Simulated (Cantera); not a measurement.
## CS2 + H2O + O2 (abatement and gas-phase synthesis)

Input: 1 mol CS2, 0.25 mol H2O, 0.22 mol O2, at 0.128 Torr.

Equilibrium computed with Cantera from the NASA thermochemical tables; the gas is ideal and each condensed phase is pure. Candidate condensed phases: C, C6H6, C7H8, C8H18, H2O, H2SO4, S; 123 gas species. The numbers say what is thermodynamically allowed, not how fast it happens.

From 2198 K to 3098 K nothing is condensed. The main C-bearing gas is CO throughout.

```
T (K)    x S   x CO      x S2     x H    x CS      x H2      x SH     x CS2
-----  -----  -----  --------  ------  ------  --------  --------  --------
2198   0.315  0.264     0.157  0.0910   0.112    0.0454   0.00901   0.00685
2273   0.384  0.248     0.106   0.112   0.108    0.0303   0.00692   0.00367
2348   0.439  0.236    0.0664   0.129   0.104    0.0186   0.00484   0.00194
2423   0.476  0.228    0.0391   0.141   0.101    0.0107   0.00317   0.00102
2498   0.499  0.223    0.0224   0.148  0.0996   0.00597   0.00200  0.000551
2573   0.512  0.220    0.0128   0.152  0.0986   0.00331   0.00125  0.000304
2648   0.519  0.218   0.00738   0.154  0.0979   0.00186  0.000781  0.000172
2723   0.524  0.218   0.00434   0.155  0.0975   0.00107  0.000497  0.000100
2798   0.526  0.217   0.00261   0.156  0.0972  0.000624  0.000322   6.00e-5
2873   0.528  0.217   0.00161   0.156  0.0967  0.000375  0.000212   3.68e-5
2948   0.529  0.216   0.00101   0.156  0.0959  0.000230  0.000143   2.31e-5
3023   0.530  0.216  0.000653   0.156  0.0944  0.000144   9.76e-5   1.47e-5
3098   0.532  0.215  0.000431   0.156  0.0917   9.24e-5   6.80e-5   9.42e-6
```
x: gas mole fraction; nothing condenses.
